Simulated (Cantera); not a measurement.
Mixture: CH₄ : CO : O₂ : N₂ : H₂O = 1 : 0.082 : 3.4 : 12.8 : 1.9 (molar parts), equivalence ratio 0.60, at 2.00 bar, adiabatic and at constant pressure. Ignition delay is the time to a rise of 400 K.

Cantera simulation using GRI-Mech 3.0 (53 species, 325 reactions); the numbers are that mechanism's predictions, not measurements.

**Question.** What does this change do: pressure from 2.00 bar to 5.00 bar?

**Answer.** 
```tsv
quantity	before	after
delay at 1000 K	0.476 s	0.184 s
delay at 1075 K	0.137 s	51.6 ms
delay at 1150 K	45.3 ms	17.3 ms
delay at 1225 K	16.4 ms	6.56 ms
delay at 1300 K	6.39 ms	2.70 ms
delay at 1375 K	2.64 ms	1.18 ms
delay at 1450 K	1.15 ms	0.541 ms
apparent activation energy between 1300 and 1450 K	180 kJ/mol	170 kJ/mol
```

**Question.** What does this change do: pressure from 2.00 bar to 1.01 bar?

**Answer.** 
```tsv
quantity	before	after
delay at 1000 K	0.476 s	0.989 s
delay at 1075 K	0.137 s	0.281 s
delay at 1150 K	45.3 ms	88.9 ms
delay at 1225 K	16.4 ms	30.7 ms
delay at 1300 K	6.39 ms	11.4 ms
delay at 1375 K	2.64 ms	4.53 ms
delay at 1450 K	1.15 ms	1.94 ms
apparent activation energy between 1300 and 1450 K	180 kJ/mol	190 kJ/mol
```
